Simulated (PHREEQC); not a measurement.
Buffer: speciation

Dissolve 0.41 mol/kgw NaHSO4 and 0.00047 mol/kgw Na2B4O7 at 46 °C. Closed to the air; pH follows from the charge balance.

Model: ion-association model, wateq4f.dat, run in PHREEQC.

This is a speciation only: nothing precipitates in the calculation.

### Question
What pH does the model give?

### Answer
pH 1.08.

### Question
In which forms is S present?

### Answer
HSO4- 73 %, SO4-2 19 %, NaSO4- 7.9 % of the S.

Away from 25 °C the constants follow the database's enthalpies or fits; those with neither stay at their 25 °C values.
